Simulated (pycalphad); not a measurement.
# Phase fractions of Hf-10.03C (at.%)

Source of the numbers: pycalphad with the COST 507 light-alloy database (1999); pressure 1 atm. The data set is of 1999 and partly superseded. Amounts are mole fractions of atoms. Diffusion is slow at the low end, where real alloys seldom reach equilibrium.

```
T (°C)  LIQUID  FCC_A1  HCP_A3
------  ------  ------  ------
2877     1.000       -       -
2777     0.972   0.028       -
2677     0.937   0.063       -
2577     0.906   0.094       -
2477     0.879   0.121       -
2377     0.854   0.146       -
2127         -       -   1.000
2027         -   0.027   0.973
1927         -   0.055   0.945
1827         -   0.077   0.923
1727         -   0.096   0.904
1627         -   0.112   0.888
1527         -   0.126   0.874
1427         -   0.139   0.861
1327         -   0.151   0.849
1227         -   0.161   0.839
1127         -   0.171   0.829
1027         -   0.181   0.819
927          -   0.189   0.811
827          -   0.198   0.802
727          -   0.205   0.795
627          -   0.213   0.787
527          -   0.220   0.780
427          -   0.227   0.773
327          -   0.234   0.766
227          -   0.240   0.760
```

FCC_A1 is fcc; HCP_A3 is hcp. The fcc model also describes the rock-salt carbide or nitride (TiC, TiN, HfC).
